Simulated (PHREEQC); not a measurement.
Consider water at 25 °C with 0.001 mol/kgw NH3, 0.00064 mol/kgw KHCO3 and 3.6e-06 mol/kgw CO2. Closed to the air; pH follows from the charge balance.

Computed with PHREEQC (ion-association model, phreeqc.dat).

```json
{
 "pH": "9.79",
 "ionic_strength": "0.00102 mol/kgw",
 "specific_conductance": "117 µS/cm",
 "total_alkalinity": "1.64 meq/kg"
}
```

| species | molality | activity | log γ |
|---|---|---|---|
| NH3 | 0.000774 | 0.000774 | 0.000 |
| K+ | 0.000640 | 0.000617 | -0.016 |
| HCO3- | 0.000486 | 0.000469 | -0.015 |
| NH4+ | 0.000226 | 0.000218 | -0.016 |
| CO3-2 | 0.000158 | 0.000137 | -0.062 |
| OH- | 6.53e-5 | 6.30e-5 | -0.016 |

No solid was allowed to form.
